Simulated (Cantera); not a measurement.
A perfectly stirred reactor is fed with 4.81 % CO, 0.529 % H2, 6.26 % CH4, 9.48 % O2, 78.9 % N2, at 100000 Pa; it is adiabatic with a 723 K inlet, and is followed from long to short residence time, starting on the burning branch (τ in s: 0.15, 0.057, 0.021, 0.0079, 0.0029, 0.0011, 0.0004, 0.00015, 5.6e-05, 2.1e-05, 7.7e-06).

Detailed kinetics in Cantera: GRI-Mech 3.0 (53 species, 325 reactions).

Problem. Predict: blow-out, bracketed by the residence times tried; x(CO) at τ = 0.150 s; x(H2) at τ = 0.150 s; x(CH4) at τ = 0.150 s; x(HCO) at τ = 0.150 s; x(N2O) at τ = 0.150 s; x(CO) at τ = 1.10 ms; x(H2) at τ = 1.10 ms; x(CH4) at τ = 1.10 ms.

Solution. 
```
Property                                                                      Result
------------------------------------------------  ----------------------------------
blow-out, bracketed by the residence times tried  burning at 7.90 ms, out at 2.90 ms
x(CO) at τ = 0.150 s                                                          0.0600
x(H2) at τ = 0.150 s                                                          0.0327
x(CH4) at τ = 0.150 s                                                        0.00289
x(HCO) at τ = 0.150 s                                                        2.15e-8
x(N2O) at τ = 0.150 s                                                        1.64e-9
x(CO) at τ = 1.10 ms                                                          0.0481
x(H2) at τ = 1.10 ms                                                         0.00529
x(CH4) at τ = 1.10 ms                                                         0.0626
```
